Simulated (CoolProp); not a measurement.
A closed Brayton cycle with carbon dioxide: compressor inlet 329.15 K and 8.6 MPa, high pressure 30 MPa, turbine inlet 785 K, compressor efficiency 0.8, turbine efficiency 0.9, recuperator effectiveness 0 (on enthalpy, no pinch check). Each further row changes one setting.

Model: reference Helmholtz-energy equation of state, Span 1996, in CoolProp.

| case | thermal efficiency (%) | net work (kJ/kg) | compressor to turbine work | compressor exit (K) | turbine exit (K) |
|---|---|---|---|---|---|
| as stated | [?] | 76.7 | 0.49 | 438.5 | 641.0 |
| turbine inlet 735 K | 16.2 | [?] | 0.53 | 438.5 | [?] |
| compressor inlet 339.15 K | [?] | [?] | 0.55 | 456.6 | 641.0 |
| high pressure 25.5 MPa | 14.8 | 71.1 | 0.47 | [?] | [?] |
| recuperator effectiveness 0.5 | 21.9 | 76.7 | 0.49 | 438.5 | 641.0 |

Question: Fill in the missing entries.

Answer: 
- as stated, thermal efficiency (%): 16.5
- turbine inlet 735 K, net work (kJ/kg): 65.0
- turbine inlet 735 K, turbine exit (K): 596.1
- compressor inlet 339.15 K, thermal efficiency (%): 15.7
- compressor inlet 339.15 K, net work (kJ/kg): 68.3
- high pressure 25.5 MPa, compressor exit (K): 423.6
- high pressure 25.5 MPa, turbine exit (K): 659.1
